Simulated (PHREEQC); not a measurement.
# Copper plating or etch bath (model solution)

Consider water at 25 °C with 0.073 mol/kgw Cu(NO3)2 and 8.1e-05 mol/kgw HBF4. Closed to the air; pH follows from the charge balance.

Computed with PHREEQC (ion-association model, phreeqc.dat).

Each row changes one thing in this solution. Precipitation was switched off in this run.

```csv
case,pH,Cu2(OH)2+2 (mol/kgw),CuOH+ (mol/kgw),Cu(OH)2 (mol/kgw)
as made,3.65,1.52e-6,1.44e-6,9.03e-9
HBF4 left out,4.29,2.91e-5,6.32e-6,1.73e-7
temperature from 25 to 80 °C,3.54,8.23e-5,1.02e-6,4.77e-9
diluted 2-fold with water,3.91,1.59e-6,1.50e-6,1.88e-8
Cu(NO3)2 from 0.073 to 0.0146 mol/kgw,3.65,9.68e-8,3.92e-7,2.97e-9
temperature from 25 to 55 °C,3.63,2.03e-5,1.34e-6,7.97e-9
0.0033 mol/kgw CO2 added,3.54,9.35e-7,1.13e-6,5.57e-9
HBF4 from 8.1e-05 to 0.00081 mol/kgw,2.90,4.81e-8,2.57e-7,2.88e-10
```

Species that the database lacks are ignored. Constants without temperature data keep their 25 °C values here. Real BF4- forms and hydrolyses slowly; the run takes it at equilibrium.
